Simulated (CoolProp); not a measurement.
Properties of ethanol along the isotherm 346.85 °C (Tc = 241.6 °C, pc = 6268 kPa, ω = 0.644).

The numbers come from the reference Helmholtz-energy equation of state, Schroeder 2014 in CoolProp.

```json
[
 {"p (kPa)": "723", "phase": "gas", "Z": "0.9859", "viscosity (µPa s)": "18.2", "fugacity coefficient": "0.9860"},
 {"p (kPa)": "1450", "phase": "gas", "Z": "0.9715", "viscosity (µPa s)": "18.3", "fugacity coefficient": "0.9721"},
 {"p (kPa)": "2170", "phase": "gas", "Z": "0.9570", "viscosity (µPa s)": "18.5", "fugacity coefficient": "0.9584"},
 {"p (kPa)": "2890", "phase": "gas", "Z": "0.9421", "viscosity (µPa s)": "18.7", "fugacity coefficient": "0.9447"},
 {"p (kPa)": "3620", "phase": "gas", "Z": "0.9267", "viscosity (µPa s)": "[?]", "fugacity coefficient": "0.9309"},
 {"p (kPa)": "4340", "phase": "gas", "Z": "0.9111", "viscosity (µPa s)": "19.2", "fugacity coefficient": "0.9174"},
 {"p (kPa)": "5060", "phase": "gas", "Z": "[?]", "viscosity (µPa s)": "19.5", "fugacity coefficient": "[?]"},
 {"p (kPa)": "5790", "phase": "gas", "Z": "0.8782", "viscosity (µPa s)": "19.9", "fugacity coefficient": "0.8902"},
 {"p (kPa)": "6510", "phase": "supercritical", "Z": "0.8610", "viscosity (µPa s)": "20.3", "fugacity coefficient": "0.8767"},
 {"p (kPa)": "7230", "phase": "supercritical", "Z": "0.8431", "viscosity (µPa s)": "[?]", "fugacity coefficient": "0.8632"},
 {"p (kPa)": "7960", "phase": "supercritical", "Z": "0.8244", "viscosity (µPa s)": "21.4", "fugacity coefficient": "0.8495"},
 {"p (kPa)": "8680", "phase": "supercritical", "Z": "0.8052", "viscosity (µPa s)": "22.0", "fugacity coefficient": "0.8360"},
 {"p (kPa)": "9400", "phase": "supercritical", "Z": "0.7853", "viscosity (µPa s)": "22.7", "fugacity coefficient": "0.8225"}
]
```

Task: What belongs in the gaps?

Result: 
- 3620, viscosity (µPa s): 18.9
- 5060, Z: 0.8950
- 5060, fugacity coefficient: 0.9039
- 7230, viscosity (µPa s): 20.8

Viscosity comes from a separate model (Kiselev 2005).
